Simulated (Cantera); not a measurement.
Input (Python, Cantera) and output of one run.

```python
import numpy as np
import cantera as ct

gas_names = """
    H HO2 H2 H2O H2O2 O OH O2 O3 V VO VO2
""".split()
cond_names = """
    H2O(s) H2O(L) V(cr) V(L) VO(s) VO(L) V2O3(s) V2O3(L) V2O4(I) V2O4(II) V2O4(L) V2O5(s) V2O5(L)
""".split()


def load(file, names, dense=False):
    # The tables refer to 1 bar. Condensed volumes are neglected.
    table = {s.name: s for s in ct.Species.list_from_file(file)}
    out = []
    for n in names:
        d = dict(table[n].input_data)
        d["thermo"] = dict(d["thermo"], **{"reference-pressure": 1e5})
        if dense:
            d["equation-of-state"] = {"model": "constant-volume", "density": "1e6 g/cm^3"}
        out.append(ct.Species.from_dict(d))
    return out


gas = ct.Solution(thermo="ideal-gas", species=load("nasa_gas.yaml", gas_names))
cond = {s.name: ct.Solution(thermo="fixed-stoichiometry", species=[s], name=s.name)
        for s in load("nasa_condensed.yaml", cond_names, dense=True)}
atoms = {
    'V2O3': {'V': 2, 'O': 3},
    'H2': {'H': 2},
    'H2O': {'H': 2, 'O': 1},
}
top_T = {}  # K; cautious upper limits of use, not melting points


def equilibrate(T, P, feed):
    n = {}
    for name, mol in feed.items():
        for a, k in atoms[name].items():
            n[a] = n.get(a, 0.0) + k * mol
    gas.TPX = T, P, n
    mass = sum(n.values()) * gas.mean_molecular_weight
    gas.equilibrate("TP")
    valid = [c for c in cond.values() if c.min_temp <= T <= top_T.get(c.name, c.max_temp)]
    mix = ct.Mixture([(gas, mass / gas.mean_molecular_weight)] + [(c, 0.0) for c in valid])
    mix.T, mix.P = T, P
    mix.equilibrate("TP", solver="vcs", rtol=1e-11, max_steps=5000)
    return mix


results = []
feed = {'V2O3': 1, 'H2': 4.6, 'H2O': 0.22}  # mol
T = 823.15  # K
P = 68000  # Pa
mix = equilibrate(T, P, feed)
results.append((T, P, feed, dict(zip(mix.species_names, mix.species_moles))))
x = sorted(zip(gas.X, gas.species_names), reverse=True)
print(f"T = {T:g} K  P = {P:g} Pa  gas = {mix.phase_moles(0):.4g} mol")
print("   x: " + "  ".join(f"{s} {v:.3e}" for v, s in x if v > 1e-06))
print("   condensed (mol): " + ("  ".join(f"{mix.phase(i).name} {mix.phase_moles(i):.4g}"
      for i in range(1, mix.n_phases) if mix.phase_moles(i) > 1e-12) or "none"))
```

Output:

```
T = 823.15 K  P = 68000 Pa  gas = 4.82 mol
   x: H2 9.544e-01  H2O 4.564e-02
   condensed (mol): V2O3(s) 1
```

Cantera equilibrium calculation (NASA polynomials, part measured and part estimated; ideal gas, pure solids and liquids). Condensed phases not in the tables: the oxides between V2O3 and V2O5 other than VO2.
